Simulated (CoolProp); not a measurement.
Vapour-liquid equilibrium of carbon dioxide (1) + CHF3 (R23) (2) at 231.1 K; x and y are mole fractions of (1).

Values from CoolProp's multi-fluid Helmholtz-energy mixture model, Span 1996 and Penoncello 2003; pair parameters Bell 2016.

### Question
Give the bubble pressure and the first vapour's composition at x = 0.25, 0.55, 0.75. Is there an azeotrope?

### Answer
x = 0.25: 0.7509 MPa, y = 0.329; x = 0.55: 0.8464 MPa, y = 0.624; x = 0.75: 0.8936 MPa, y = 0.789. No azeotrope shows between x = 0.05 and 0.95.

The pair parameters rest on a limited set of measurements; away from them the model extrapolates.
